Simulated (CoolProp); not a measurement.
Properties of carbon monoxide along the isotherm 277.9 K (Tc = 132.9 K, pc = 3498 kPa, ω = 0.050).

Computed with CoolProp (reference Helmholtz-energy equation of state, Lemmon 2006). It is a short technical equation, of lower accuracy than the large ones.

| p (kPa) | phase | density (kg/m³) | expansivity (1/kK) |
|---|---|---|---|
| 55.3 | gas | 0.6706 | 3.606 |
| 126 | gas | 1.529 | 3.615 |
| 286 | gas | 3.473 | 3.637 |
| 652 | gas | 7.933 | 3.685 |
| 1480 | gas | 18.09 | 3.792 |
| 3380 | gas | 41.63 | 4.026 |
| 7690 | supercritical | 95.52 | 4.462 |
| 17500 | supercritical | 211.1 | 4.759 |
